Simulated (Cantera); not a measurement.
A closed system holds: 1 mol CO2, 0.02 mol O2, held at 0.0970 bar.

Cantera equilibrium calculation (NASA polynomials, part measured and part estimated; ideal gas, pure solids and liquids). Candidate condensed phases: C; 23 gas species. Ions and electrons are included (thermal ionisation). Rates play no part.

log p: log10 of the partial pressure in bar; nothing condenses.

| T (°C) | log p CO2 | log p CO | log p O | log p O2 | log p C | log p e- | log p CO+ |
|---|---|---|---|---|---|---|---|
| 1727 | -1.04 | -2.65 | -4.44 | -2.53 | <-13 | <-13 | <-13 |
| 1977 | (withheld) | (withheld) | (withheld) | (withheld) | <-13 | <-13 | <-13 |
| 2227 | -1.20 | -1.67 | -2.81 | -1.94 | <-13 | -11.99 | <-13 |
| 2477 | -1.42 | -1.44 | -2.24 | -1.78 | -12.58 | -10.75 | <-13 |
| 2727 | -1.74 | -1.33 | -1.83 | -1.77 | -11.15 | -9.78 | -12.29 |
| 2977 | -2.14 | -1.30 | -1.56 | -1.91 | -9.92 | -9.03 | -11.12 |
| 3227 | -2.61 | -1.31 | -1.41 | -2.20 | -8.81 | -8.46 | -10.06 |
| 3477 | -3.07 | -1.32 | -1.35 | -2.59 | -7.79 | -8.01 | -9.10 |
| 3727 | -3.51 | -1.32 | -1.32 | -2.99 | -6.86 | -7.60 | -8.26 |
| 3977 | -3.91 | -1.32 | -1.31 | -3.36 | -6.03 | -7.17 | -7.59 |
| 4227 | (withheld) | -1.32 | -1.31 | (withheld) | (withheld) | (withheld) | (withheld) |
| 4477 | -4.58 | -1.32 | -1.31 | -4.02 | -4.60 | -6.31 | -6.58 |
| 4727 | -4.87 | -1.32 | -1.31 | -4.30 | -4.00 | -5.89 | -6.20 |

Task: Fill in the missing entries.

Result: 
- 4227, log p CO2: -4.26
- 4227, log p O2: -3.71
- 4227, log p C: -5.28
- 4227, log p e-: -6.74
- 4227, log p CO+: -7.04
- 1977, log p CO2: -1.09
- 1977, log p CO: -2.05
- 1977, log p O: -3.54
- 1977, log p O2: -2.22
